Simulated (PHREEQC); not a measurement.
A solution holds 0.0011 mol/kgw KHCO3, 0.0038 mol/kgw Na2B4O7 and 0.0043 mol/kgw KCl, at 24 °C. Closed to the air; pH follows from the charge balance.

Model: ion-association model, wateq4f.dat, run in PHREEQC.

Each row changes one thing in this solution. This is a speciation only: nothing precipitates in the calculation.

```json
[
 {"case": "as made", "pH": "9.18", "ionic strength (mol/kgw)": "0.0131", "SI of Halite (NaCl)": "-6.17"},
 {"case": "Na2B4O7 replaced by NaHCO3 at the same molality", "pH": "8.25", "ionic strength (mol/kgw)": "0.00924", "SI of Halite (NaCl)": "-6.45"},
 {"case": "diluted 10-fold with water", "pH": "9.20", "ionic strength (mol/kgw)": "0.00131", "SI of Halite (NaCl)": "-8.10"},
 {"case": "0.0026 mol/kgw (NH4)2SiF6 added", "pH": "5.01", "ionic strength (mol/kgw)": "0.0183", "SI of Halite (NaCl)": "-6.18"},
 {"case": "KHCO3 from 0.0011 to 0.0022 mol/kgw", "pH": "9.17", "ionic strength (mol/kgw)": "0.0143", "SI of Halite (NaCl)": "-6.17"},
 {"case": "KCl from 0.0043 to 0.00645 mol/kgw", "pH": "9.18", "ionic strength (mol/kgw)": "0.0152", "SI of Halite (NaCl)": "-6.00"},
 {"case": "KHCO3 left out", "pH": "9.19", "ionic strength (mol/kgw)": "0.0119", "SI of Halite (NaCl)": "-6.16"},
 {"case": "KCl from 0.0043 to 0.0215 mol/kgw", "pH": "9.15", "ionic strength (mol/kgw)": "0.0303", "SI of Halite (NaCl)": "-5.51"}
]
```

Some of these states are supersaturated (in SiO2(a), Quartz (slow to form), for instance). SiF6-2 is the database's only silicon fluoride. Real BF4- forms and hydrolyses slowly; the run takes it at equilibrium.
